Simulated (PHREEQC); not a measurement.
Dissolve 25 mmol/kgw CdBr2, 19 mmol/kgw NaHF2 and 0.83 mmol/kgw KCl at 25 °C. Closed to the air; pH follows from the charge balance.

Computed with PHREEQC (ion-association model, wateq4f.dat).

Each row changes one thing in this solution. Precipitation was switched off in this run.

```tsv
case	pH	ionic strength (mol/kgw)	Br- (mol/kgw)	F- (mol/kgw)	HF (mol/kgw)	CdBr+ (mol/kgw)	SI of CdF2 (CdF2)	SI of CdOHCl (CdOHCl)
as made	3.13	0.0587	0.0316	0.0179	0.0157	0.0150	-3.20	-6.18
diluted 5-fold with water	3.26	0.0151	0.00787	0.00426	0.00309	?	-4.64	-6.93
KCl replaced by LiCl at the same molality	3.13	0.0587	0.0316	0.0179	0.0157	0.0150	-3.20	-6.18
CdBr2 from 0.025 to 0.125 mol/kgw	3.08	?	0.113	0.0177	0.0156	0.0814	?	?
temperature from 25 to 10 °C	3.05	0.0581	0.0313	0.0183	0.0150	0.0155	-3.57	?
```

Q: What belongs in the gaps?

A: 
- diluted 5-fold with water, CdBr+ (mol/kgw): 0.00200
- CdBr2 from 0.025 to 0.125 mol/kgw, ionic strength (mol/kgw): 0.147
- CdBr2 from 0.025 to 0.125 mol/kgw, SI of CdF2 (CdF2): -3.11
- CdBr2 from 0.025 to 0.125 mol/kgw, SI of CdOHCl (CdOHCl): -6.13
- temperature from 25 to 10 °C, SI of CdOHCl (CdOHCl): -6.55

Species that the database lacks are ignored. Constants without temperature data keep their 25 °C values here.
